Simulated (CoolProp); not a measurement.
Model: reference Helmholtz-energy equation of state, Span 1996, in CoolProp.

Give the vapour pressure (MPa), liquid density (kg/m³), vapour density (kg/m³), enthalpy of vaporisation (kJ/kg) of saturated carbon dioxide at -30.55, -23.95, 2.55 °C.


| T (°C) | p (MPa) | liquid density (kg/m³) | vapour density (kg/m³) | enthalpy of vaporisation (kJ/kg) |
|---|---|---|---|---|
| -30.55 | 1.40 | 1080 | 36.4 | 305 |
| -23.95 | 1.74 | 1050 | 45.4 | 291 |
| 2.55 | 3.73 | 912 | 106 | 223 |
